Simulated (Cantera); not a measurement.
A Cantera script and what it prints.

```python
import numpy as np
import cantera as ct

gas_names = """
    CL CL2 H HCL H2 N NH NH2 NH3 N2 N2H2 N2H4 Si SiCL SiCL2 SiCL3 SiCL4 SiH SiHCL3 SiH2 SiH2CL2 SiH3
    SiH3CL SiH4 SiN Si2 Si2N Si3
""".split()
cond_names = """
    NH4CL(a) NH4CL(b) Si(cr) Si(L) Si3N4(a)
""".split()


def load(file, names, dense=False):
    # The tables refer to 1 bar. Condensed volumes are neglected.
    table = {s.name: s for s in ct.Species.list_from_file(file)}
    out = []
    for n in names:
        d = dict(table[n].input_data)
        d["thermo"] = dict(d["thermo"], **{"reference-pressure": 1e5})
        if dense:
            d["equation-of-state"] = {"model": "constant-volume", "density": "1e6 g/cm^3"}
        out.append(ct.Species.from_dict(d))
    return out


gas = ct.Solution(thermo="ideal-gas", species=load("nasa_gas.yaml", gas_names))
cond = {s.name: ct.Solution(thermo="fixed-stoichiometry", species=[s], name=s.name)
        for s in load("nasa_condensed.yaml", cond_names, dense=True)}
atoms = {
    'SiH4': {'Si': 1, 'H': 4},
    'HCl': {'H': 1, 'CL': 1},
    'N2': {'N': 2},
}
top_T = {'Si3N4(a)': 2400}  # K; cautious upper limits of use, not melting points


def equilibrate(T, P, feed):
    n = {}
    for name, mol in feed.items():
        for a, k in atoms[name].items():
            n[a] = n.get(a, 0.0) + k * mol
    gas.TPX = T, P, n
    mass = sum(n.values()) * gas.mean_molecular_weight
    gas.equilibrate("TP")
    valid = [c for c in cond.values() if c.min_temp <= T <= top_T.get(c.name, c.max_temp)]
    mix = ct.Mixture([(gas, mass / gas.mean_molecular_weight)] + [(c, 0.0) for c in valid])
    mix.T, mix.P = T, P
    mix.equilibrate("TP", solver="vcs", rtol=1e-11, max_steps=5000)
    return mix


results = []
feed = {'SiH4': 1, 'HCl': 0.089, 'N2': 53}  # mol
T = 1650  # K
P = 3200  # Pa
mix = equilibrate(T, P, feed)
results.append((T, P, feed, dict(zip(mix.species_names, mix.species_moles))))
print(gas.report(threshold=0.0001))
for i in range(1, mix.n_phases):
    print(f"{mix.phase(i).name:16s} {mix.phase_moles(i):12.5e} mol")
```

Output:

```
       temperature   1650 K
          pressure   3200 Pa
           density   0.0063146 kg/m^3
  mean mol. weight   27.072 kg/kmol
   phase of matter   gas

                          1 kg             1 kmol
                     ---------------   ---------------
          enthalpy        1.6031e+06          4.34e+07  J
   internal energy        1.0964e+06        2.9681e+07  J
           entropy             10080        2.7289e+05  J/K
    Gibbs function       -1.5029e+07       -4.0687e+08  J
 heat capacity c_p            1297.6             35128  J/K
 heat capacity c_v            990.47             26814  J/K

                      mass frac. Y      mole frac. X     chem. pot. / RT
                     ---------------   ---------------   ---------------
               HCL         0.0021448         0.0015926           -42.308
                H2         0.0027345           0.03672           -25.631
                N2           0.99504           0.96157           -29.791
     [  +25 minor]        8.0952e-05        0.00012124

Si(cr)            0.00000e+00 mol
Si3N4(a)          3.32959e-01 mol
```

Equilibrium computed with Cantera from the NASA thermochemical tables; the gas is ideal and each condensed phase is pure.
